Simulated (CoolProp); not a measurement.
Values from CoolProp's reference Helmholtz-energy equation of state, Lemmon 2016.

**Question.** For R115, give the phase and the cp (kJ/(kg K)) at 270.2 K and 4.95 kPa; 270.2 K and 968 kPa.

**Answer.** 
- 270.2 K and 4.95 kPa: gas; cp 0.675
- 270.2 K and 968 kPa: liquid; cp 1.01
